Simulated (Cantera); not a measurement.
A perfectly stirred reactor is fed with H2 : O2 = 0.074 : 1 (molar parts), equivalence ratio 0.037, at 0.00290 bar; it is held at 1348 K, and followed from long to short residence time.

Computed with Cantera and the H2/O2 subset of GRI-Mech 3.0, which has no nitrogen chemistry. Radical loss at walls, strong at low pressure, is not modelled. The temperature is held fixed by assumption; the heat of reaction is taken as removed at once.

Q: What does this change do: H2 0.074 to 0.32 parts?

A: 
```csv
quantity,before,after
x(H2) at τ = 5.00 s,0.000455,0.00213
x(O2) at τ = 5.00 s,0.915,0.710
x(HO2) at τ = 5.00 s,4.28e-7,1.26e-6
x(H) at τ = 5.00 s,0.00149,0.00349
x(H2O2) at τ = 5.00 s,1.56e-8,5.95e-8
x(H2) at τ = 82.0 ms,0.00198,0.0130
x(O2) at τ = 82.0 ms,0.880,0.633
x(HO2) at τ = 82.0 ms,6.32e-7,1.50e-6
x(H) at τ = 82.0 ms,0.0102,0.0624
x(H2O2) at τ = 82.0 ms,2.06e-8,6.76e-8
```

Q: What does this change do: pressure from 0.00290 bar to 0.00240 bar?

A: 
```json
[
 {"quantity": "x(H2) at τ = 5.00 s", "before": "0.000455", "after": "0.000552"},
 {"quantity": "x(O2) at τ = 5.00 s", "before": "0.915", "after": "0.911"},
 {"quantity": "x(HO2) at τ = 5.00 s", "before": "4.28e-7", "after": "3.84e-7"},
 {"quantity": "x(H) at τ = 5.00 s", "before": "0.00149", "after": "0.00202"},
 {"quantity": "x(H2O2) at τ = 5.00 s", "before": "1.56e-8", "after": "1.37e-8"},
 {"quantity": "x(H2) at τ = 82.0 ms", "before": "0.00198", "after": "0.00211"},
 {"quantity": "x(O2) at τ = 82.0 ms", "before": "0.880", "after": "0.879"},
 {"quantity": "x(HO2) at τ = 82.0 ms", "before": "6.32e-7", "after": "5.26e-7"},
 {"quantity": "x(H) at τ = 82.0 ms", "before": "0.0102", "after": "0.0106"},
 {"quantity": "x(H2O2) at τ = 82.0 ms", "before": "2.06e-8", "after": "1.73e-8"}
]
```

Q: What does this change do: pressure from 0.00290 bar to 0.0180 bar?

A: 
```
quantity                  before     after
----------------------  --------  --------
x(H2) at τ = 5.00 s     0.000455   6.21e-5
x(O2) at τ = 5.00 s        0.915     0.927
x(HO2) at τ = 5.00 s     4.28e-7   7.27e-7
x(H) at τ = 5.00 s       0.00149   4.75e-5
x(H2O2) at τ = 5.00 s    1.56e-8   3.63e-8
x(H2) at τ = 82.0 ms     0.00198  0.000740
x(O2) at τ = 82.0 ms       0.880     0.911
x(HO2) at τ = 82.0 ms    6.32e-7   2.93e-6
x(H) at τ = 82.0 ms       0.0102   0.00216
x(H2O2) at τ = 82.0 ms   2.06e-8   1.02e-7
```
